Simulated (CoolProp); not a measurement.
500 sccm (0 °C, 1 atm) of nitrogen bubbles through liquid ethanol at 322.7 K and leaves saturated at a total pressure of 0.15 MPa (ideal gas phase). Each further row changes one setting.

The numbers come from the reference Helmholtz-energy equation of state, Schroeder 2014 in CoolProp.

```json
[
 {"case": "as stated", "vapour pressure (kPa)": "28.8", "mole fraction of vapour": "?", "delivery (mg/min)": "244", "delivery (sccm)": "119", "change of delivery for a bath 1 K warmer (%)": "?"},
 {"case": "bath temperature 327.7 K", "vapour pressure (kPa)": "36.5", "mole fraction of vapour": "0.243", "delivery (mg/min)": "?", "delivery (sccm)": "?", "change of delivery for a bath 1 K warmer (%)": "6.4"},
 {"case": "total pressure 0.3 MPa", "vapour pressure (kPa)": "28.8", "mole fraction of vapour": "0.0959", "delivery (mg/min)": "109", "delivery (sccm)": "53.1", "change of delivery for a bath 1 K warmer (%)": "5.5"}
]
```

Problem. Some entries are withheld; supply them.

Solution. 
- as stated, mole fraction of vapour: 0.192
- as stated, change of delivery for a bath 1 K warmer (%): 6.2
- bath temperature 327.7 K, delivery (mg/min): 330
- bath temperature 327.7 K, delivery (sccm): 161
